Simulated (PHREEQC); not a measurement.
Solution (25 °C): 0.0028 mol MgCl2 per kg of water. Closed to the air; pH follows from the charge balance.

Model: ion-association model, phreeqc.dat, run in PHREEQC.

| quantity | before | after |
|---|---|---|
| pH | 6.88 | 3.44 |
| MgOH+ (mol/kgw) | 5.86e-8 | 2.08e-11 |

Question: Which change was made?
(A) MgCl2 from 0.0028 to 0.0056 mol/kgw
(B) 0.00015 mol/kgw NaHCO3 added
(C) temperature from 25 to 5 °C
(D) 0.0002 mol/kgw H2SO4 added

Answer: D, 0.0002 mol/kgw H2SO4 added

This is a speciation only: nothing precipitates in the calculation.
